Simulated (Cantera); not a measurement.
Charge: 1 mol Si, 0.015 mol H2O, 15 mol N2, equilibrated at 1973 K.

Method: chemical equilibrium by Gibbs-energy minimisation in Cantera with the NASA 1993 tables (ideal gas, pure condensed phases). Candidate condensed phases: H2O, Si, SiO2, Si2N2O, Si3N4; 35 gas species. Mutual solubility and eutectic melting of coexisting phases are not modelled. The numbers say what is thermodynamically allowed, not how fast it happens.

**Question.** Which condensed phases are stable at each of these points (P (Pa)): 0.100, 1, 10, 100, 1000, 10000, 100000, 1000000?

**Answer.** 
```csv
P (Pa),condensed phases,Si condensed (%)
0.100,gas only,0.0
1,gas only,0.0
10,gas only,0.0
100,Si(l),46.6
1000,Si(l),93.1
10000,Si(l),97.9
100000,Si3N4(s),98.5
1000000,Si2N2O(s) + Si3N4(s),99.9
```

From 1.00e-6 bar to 0.000100 bar nothing is condensed. From 0.00100 bar to 0.100 bar the condensed part is Si(l). At 1.00 bar the condensed part is Si3N4(s). At 10.0 bar the condensed part is Si2N2O(s) + Si3N4(s).
